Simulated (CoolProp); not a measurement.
o-xylene along the isobar 4.92 bar: Z from the reference equation and from simpler models built on Tc = 357.1 °C, pc = 37.37 bar, ω = 0.312; each cubic takes its own stable root.

Values from CoolProp's reference Helmholtz-energy equation of state, Zhou 2012.

```
T (°C)   phase  reference
------  ------  ---------
178.75  liquid    0.01891
191.75  liquid    0.01873
204.85  liquid    0.01860
217.85     gas     0.8670
230.95     gas     0.8818
243.95     gas     0.8940
257.05     gas     0.9043
270.05     gas     0.9131
283.15     gas     0.9207
```

Q: How far does each simpler model (Redlich-Kwong, Soave-Redlich-Kwong, Peng-Robinson) lie from the reference over these 9 states: mean and median of the absolute difference, and the worst?

A: 
- Redlich-Kwong: mean 1039.7 %, median 3.1 %, worst +4703.8 % at 204.85 °C and 4.92 bar
- Soave-Redlich-Kwong: mean 5.6 %, median 2.0 %, worst +14.2 % at 204.85 °C and 4.92 bar
- Peng-Robinson: mean 0.7 %, median 0.6 %, worst +1.9 % at 217.85 °C and 4.92 bar

At some of these states Redlich-Kwong gives the other phase, because its saturation line lies elsewhere.
